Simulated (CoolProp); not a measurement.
Properties of R1336mzz(E) along the isotherm 68.55 °C (Tc = 130.4 °C, pc = 2.779 MPa, ω = 0.413).

Computed with CoolProp (reference Helmholtz-energy equation of state, Akasaka 2023).

| p (MPa) | phase | density (kg/m³) | isothermal compressibility (1/MPa) | expansivity (1/kK) | fugacity coefficient |
|---|---|---|---|---|---|
| 0.417 | gas | 26.94 | 2.712 | 4.306 | 0.9034 |
| 0.834 | liquid | 1172 | … | 3.755 | 0.7198 |
| 1.25 | liquid | 1177 | 0.009027 | 3.632 | 0.4902 |
| 1.67 | liquid | … | 0.008606 | … | 0.3745 |
| 2.08 | liquid | 1185 | 0.008235 | 3.419 | 0.3068 |
| 2.5 | liquid | 1189 | 0.007889 | 3.325 | 0.2605 |
| 2.92 | liquid | 1193 | 0.007575 | 3.238 | 0.2276 |
| 3.33 | liquid | 1197 | 0.007293 | 3.160 | 0.2036 |
| 3.75 | liquid | … | … | 3.085 | 0.1845 |
| 4.17 | liquid | 1204 | 0.006783 | 3.015 | 0.1693 |

Task: Fill in the missing entries.

Result: 
- 0.834, isothermal compressibility (1/MPa): 0.009493
- 1.67, density (kg/m³): 1181
- 1.67, expansivity (1/kK): 3.519
- 3.75, density (kg/m³): 1200
- 3.75, isothermal compressibility (1/MPa): 0.007028
